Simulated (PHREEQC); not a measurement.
A column of 0.2 m (30 cells, dispersivity 0.016 m, 720 s a shift, diffusion coefficient 3e-10 m²/s) holds 0.023 eq of the database's cation exchanger X per kg of pore water, first in equilibrium with 0.031 mol MgCl2, 0.0026 mol CaCl2 and 1e-05 mol HCl per kg of water. It is flushed with 0.0043 mol ZnSO4, 0.0006 mol CuCl2, 0.0087 mol MnCl2 and 1e-05 mol HCl per kg of water, at 15 °C. Values are for the last cell. No CO2 enters from the air. No solid was allowed to form.

Base run: PHREEQC, ion-association model, phreeqc.dat. Each further column changes one thing. The table gives Mn in solution (mol/kgw).

| pore volumes | base | exchange capacity from 0.023 to 0.011 eq/kgw | dispersivity from 0.016 to 0.032 m |
|---|---|---|---|
| 0 | 0 | 0 | 0 |
| 0.6833 | 0.000453 | 0.000944 | 0.00109 |
| 1.35 | 0.00328 | 0.00515 | 0.00397 |
| 2.017 | 0.00622 | 0.00764 | 0.00610 |
| 2.683 | 0.00792 | 0.00847 | 0.00746 |
| 3.35 | 0.00851 | 0.00866 | 0.00816 |
| 4.017 | 0.00867 | 0.00869 | 0.00848 |
